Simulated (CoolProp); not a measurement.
Vapour-liquid equilibrium of carbon dioxide (1) + n-butane (2) at -7.25 °C; x and y are mole fractions of (1).

Computed with CoolProp (multi-fluid Helmholtz-energy mixture model, Span 1996 and Bücker 2006; pair parameters Kunz 2012).

```json
[
 {"x": "0.05", "bubble pressure (kPa)": "318.7", "y at the bubble point": "0.751", "dew pressure at overall composition x (kPa)": "81.98", "liquid density (mol/L)": "10.50"},
 {"x": "0.125", "bubble pressure (kPa)": "675.2", "y at the bubble point": "0.880", "dew pressure at overall composition x (kPa)": "89.18", "liquid density (mol/L)": "10.64"},
 {"x": "0.2", "bubble pressure (kPa)": "998.0", "y at the bubble point": "0.918", "dew pressure at overall composition x (kPa)": "97.74", "liquid density (mol/L)": "10.88"},
 {"x": "0.275", "bubble pressure (kPa)": "1271", "y at the bubble point": "0.935", "dew pressure at overall composition x (kPa)": "108.1", "liquid density (mol/L)": "11.23"},
 {"x": "0.35", "bubble pressure (kPa)": "1493", "y at the bubble point": "0.945", "dew pressure at overall composition x (kPa)": "120.8", "liquid density (mol/L)": "11.68"},
 {"x": "0.425", "bubble pressure (kPa)": "1672", "y at the bubble point": "0.951", "dew pressure at overall composition x (kPa)": "136.8", "liquid density (mol/L)": "12.23"},
 {"x": "0.5", "bubble pressure (kPa)": "1820", "y at the bubble point": "0.956", "dew pressure at overall composition x (kPa)": "157.5", "liquid density (mol/L)": "12.91"},
 {"x": "0.575", "bubble pressure (kPa)": "1950", "y at the bubble point": "0.960", "dew pressure at overall composition x (kPa)": "185.7", "liquid density (mol/L)": "13.71"},
 {"x": "0.65", "bubble pressure (kPa)": "2074", "y at the bubble point": "0.964", "dew pressure at overall composition x (kPa)": "226.0", "liquid density (mol/L)": "14.66"},
 {"x": "0.725", "bubble pressure (kPa)": "2203", "y at the bubble point": "0.969", "dew pressure at overall composition x (kPa)": "288.5", "liquid density (mol/L)": "15.79"},
 {"x": "0.8", "bubble pressure (kPa)": "2346", "y at the bubble point": "0.974", "dew pressure at overall composition x (kPa)": "398.7", "liquid density (mol/L)": "17.12"},
 {"x": "0.875", "bubble pressure (kPa)": "2511", "y at the bubble point": "0.981", "dew pressure at overall composition x (kPa)": "645.3", "liquid density (mol/L)": "18.70"},
 {"x": "0.95", "bubble pressure (kPa)": "2707", "y at the bubble point": "0.991", "dew pressure at overall composition x (kPa)": "1634", "liquid density (mol/L)": "20.57"}
]
```

No azeotrope shows between x = 0.05 and 0.95.

Pair parameters are fitted to limited data, so mixtures are less certain than the pure fluids. The gap from Raoult's law changes sign with composition, which may be real or a fault of the pair parameters; it wasn't checked against measurements. With so large a gap from Raoult's law the liquid may split in two, which this calculation doesn't test in full.
